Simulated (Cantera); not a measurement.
Input: 1 mol Ca(OH)₂, 4.5 mol H₂, equilibrated at 1698.15 K and 47.0 Pa.

Method: chemical equilibrium by Gibbs-energy minimisation in Cantera with the NASA 1993 tables (ideal gas, pure condensed phases). Candidate condensed phases: Ca, CaO, Ca(OH)₂, H₂O; 14 gas species. Rates play no part.

Base state: H₂ 0.813, H₂O 0.181, H 0.00602, OH 6.90e-5 (mole fractions); condensed: CaO(s).

Q: What changes in the equilibrium state with this change: temperature from 1698.15 K to 1398 K?

A: 
| species | before | after |
|---|---|---|
| H₂ | 0.813 | 0.818 |
| H₂O | 0.181 | 0.182 |
| H | 0.00602 | 0.000197 |
| OH | 6.90e-5 | 8.65e-7 |
| CaO(s), mol | 1.000 | 1.00 |
